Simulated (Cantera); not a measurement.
Feed: 1 mol Si₃N₄, 5 mol H₂, at 0.000640 bar.

Method: chemical equilibrium by Gibbs-energy minimisation in Cantera with the NASA 1993 tables (ideal gas, pure condensed phases). Candidate condensed phases: Si, Si₃N₄; 18 gas species. Gases not in the tables: Si₂H₆ and higher silanes. The numbers say what is thermodynamically allowed, not how fast it happens.

Q: Which condensed phases are stable at each of these points (T (°C)): 1475, 1525, 1575, 1625, 1675, 1725, 1775, 1825, 1875, 1925, 1975, 2025, 2075, 2125?

A: 
```tsv
T (°C)	condensed phases	Si condensed (%)
1475	Si(l)	99.4
1525	Si(l)	98.8
1575	Si(l)	97.5
1625	Si(l)	95.1
1675	Si(l)	90.5
1725	Si(l)	82.0
1775	Si(l)	65.7
1825	Si(l)	33.1
1875	gas only	0.0
1925	gas only	0.0
1975	gas only	0.0
2025	gas only	0.0
2075	gas only	0.0
2125	gas only	0.0
```

From 1475 °C to 1825 °C the condensed part is Si(l). From 1875 °C to 2125 °C nothing is condensed.
